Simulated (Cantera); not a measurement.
A freely propagating, adiabatic, planar premixed flame of 9.40 % CH₄, 0.320 % CO, 22.6 % O₂, 67.7 % N₂, equivalence ratio 0.84, unburnt at 600 K and 10.0 bar; mixture-averaged transport, grid criteria slope 0.08 and curve 0.16, no radiation.

Model: GRI-Mech 3.0 (53 species, 325 reactions), integrated in Cantera. Burning velocities carry a grid error of a few per cent, more on coarse grids.

x: mole fraction of selected species; z is measured from the peak of heat release.

```
z (mm)   T (K)  u (m/s)     x CH₄     x CO    x O₂      x H₂    x C₂H₆    x HCN
-------  -----  -------  --------  -------  ------  --------  --------  -------
-0.149     601    0.729    0.0939  0.00321   0.225  0.000808   1.42e-7    <1e-8
-0.0992    606    0.736    0.0934  0.00329   0.225   0.00181   1.15e-6    <1e-8
-0.0744    623    0.758    0.0920  0.00361   0.223   0.00300   6.70e-6    <1e-8
-0.0496    718    0.878    0.0854  0.00565   0.215   0.00512   6.27e-5  6.54e-8
-0.0248   1158     1.43    0.0571   0.0173   0.174   0.00827  0.000525  5.06e-7
-0.0124      …     1.97         …        …       …   0.00980         …        …
0            …     2.49         …        …       …   0.00927         …        …
0.0124    2185     2.71  0.000253   0.0326  0.0566   0.00627   1.19e-7  1.39e-6
0.0248    2269     2.80   6.36e-6   0.0227  0.0483   0.00475     <1e-8  4.06e-7
0.0496    2361     2.89     <1e-8   0.0134  0.0427   0.00350     <1e-8  3.43e-8
0.0992    2432     2.97     <1e-8  0.00775  0.0393   0.00228     <1e-8    <1e-8
0.198     2463     3.00     <1e-8  0.00529  0.0379   0.00168     <1e-8    <1e-8
0.397     2469     3.01     <1e-8  0.00474  0.0376   0.00155     <1e-8    <1e-8
```

### Question
Some entries are withheld; supply them.

### Answer

- -0.0124, T (K): 1588
- -0.0124, x CH₄: 0.0294
- -0.0124, x CO: 0.0305
- -0.0124, x O₂: 0.130
- -0.0124, x C₂H₆: 0.000640
- -0.0124, x HCN: 1.14e-6
- 0, T (K): 1998
- 0, x CH₄: 0.00567
- 0, x CO: 0.0404
- 0, x O₂: 0.0817
- 0, x C₂H₆: 5.86e-5
- 0, x HCN: 2.05e-6
